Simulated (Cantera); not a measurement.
Feed: 1 mol N2O, 0.71 mol H2, 1.8 mol N2, held at 775 °C and 10000 Pa.

Cantera equilibrium calculation (NASA polynomials, part measured and part estimated; ideal gas, pure solids and liquids). Kinetics and transport are ignored.

```csv
species,before,after
N2,0.766,0.837
O2,0.0397,0.136
H2O,0.194,0.0275
NO,2.22e-5,4.29e-5
```
Gas species are given as mole fractions.

### Question
What was changed between the two runs?
(A) H2 from 0.71 to 0.092 mol
(B) temperature from 775 °C to 3177 °C
(C) temperature from 775 °C to 3152 °C
(D) temperature from 775 °C to 1802 °C

### Answer
A, H2 from 0.71 to 0.092 mol
